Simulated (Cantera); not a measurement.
## Ignition delay

Mixture: 6.72 % CH₄, 0.336 % C₂H₆, 15.7 % O₂, 77.2 % N₂, equivalence ratio 0.93, at 750 Torr, adiabatic and at constant volume. Ignition delay is the time to a rise of 400 K.

Model: GRI-Mech 3.0 (53 species, 325 reactions), integrated in Cantera.

```json
[
 {"T0 (K)": "1150", "delay (ms)": "29.5"},
 {"T0 (K)": "1250", "delay (ms)": "8.40"},
 {"T0 (K)": "1350", "delay (ms)": "2.50"},
 {"T0 (K)": "1450", "delay (ms)": "0.803"},
 {"T0 (K)": "1550", "delay (ms)": "0.294"},
 {"T0 (K)": "1650", "delay (ms)": "0.128"},
 {"T0 (K)": "1750", "delay (ms)": "0.0659"},
 {"T0 (K)": "1850", "delay (ms)": "0.0389"},
 {"T0 (K)": "1950", "delay (ms)": "0.0254"}
]
```

```yaml
apparent activation energy between 1750 and 1950 K: 130 kJ/mol
```
